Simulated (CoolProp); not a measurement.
Vapour-liquid equilibrium of R143a (1) + isobutene (2) at 0.449 MPa; x and y are mole fractions of (1).

Computed with CoolProp (multi-fluid Helmholtz-energy mixture model, Lemmon and Jacobsen 2000 and Lemmon 2005; pair parameters Bell 2016).

```csv
x,bubble temperature (°C),y at the bubble point,dew temperature at overall composition x (°C),liquid density (mol/L)
0.05,28.3,0.261,36.6,10.43
0.2,11.3,0.604,30.8,10.91
0.35,3.6,0.727,24.4,11.21
0.5,-0.9,0.795,17.1,11.47
0.65,-4.0,0.849,8.5,11.75
0.8,-6.7,0.905,-1.2,12.07
0.95,-9.2,0.973,-8.5,12.44
```

No azeotrope shows between x = 0.05 and 0.95.

The pair parameters rest on a limited set of measurements; away from them the model extrapolates.
